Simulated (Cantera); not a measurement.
Input (Python, Cantera) and output of one run.

```python
import numpy as np
import cantera as ct

gas_names = """
    HF BF3 H2
""".split()
cond_names = """
    B(b) B(L)
""".split()


def load(file, names, dense=False):
    # The tables refer to 1 bar. Condensed volumes are neglected.
    table = {s.name: s for s in ct.Species.list_from_file(file)}
    out = []
    for n in names:
        d = dict(table[n].input_data)
        d["thermo"] = dict(d["thermo"], **{"reference-pressure": 1e5})
        if dense:
            d["equation-of-state"] = {"model": "constant-volume", "density": "1e6 g/cm^3"}
        out.append(ct.Species.from_dict(d))
    return out


species = {s.name: s for s in load("nasa_gas.yaml", gas_names) + load("nasa_condensed.yaml", cond_names)}
# Each term lists the table entries of one substance; the one whose range holds T is used.
reactions = {
    '2 B + 6 HF(g) = 2 BF3(g) + 3 H2(g)':
        [(-2, ['B(b)', 'B(L)']), (-6, ['HF']), (2, ['BF3']), (3, ['H2'])],
}


def pick(names, T):
    return next(species[n] for n in names if species[n].thermo.min_temp <= T <= species[n].thermo.max_temp)


results = []
for label, terms in reactions.items():
    print(label)
    print("     T/K   dH/kJ  dS/(J/K)   dG/kJ   log10 K")
    for T in [448, 548, 648, 748, 848, 948, 1048, 1148, 1248]:
        used = [(nu, pick(names, T)) for nu, names in terms]
        dH = sum(nu * s.thermo.h(T) for nu, s in used) / 1e6
        dS = sum(nu * s.thermo.s(T) for nu, s in used) / 1e3
        dG = dH - T * dS / 1e3
        logK = -dG * 1e6 / (ct.gas_constant * T * np.log(10))
        results.append((label, T, dH, dS, dG, logK, [s.name for _, s in used]))
        print(f"{T:8g} {dH:8.1f} {dS:8.1f} {dG:8.1f} {logK:8.2f}")
```

It prints:

```
2 B + 6 HF(g) = 2 BF3(g) + 3 H2(g)
     T/K   dH/kJ  dS/(J/K)   dG/kJ   log10 K
     448   -636.7   -155.7   -567.0    66.10
     548   -636.6   -155.5   -551.4    52.56
     648   -636.1   -154.7   -535.9    43.19
     748   -635.3   -153.6   -520.4    36.34
     848   -634.4   -152.4   -505.2    31.12
     948   -633.2   -151.1   -490.0    27.00
    1048   -632.1   -150.0   -474.9    23.67
    1148   -631.1   -149.1   -460.0    20.93
    1248   -630.1   -148.3   -445.1    18.63
```

Cantera with NASA thermochemical tables; ideal gases at 1 bar, condensed phases pure. Condensed species are held in their standard states even where they would react or evaporate.
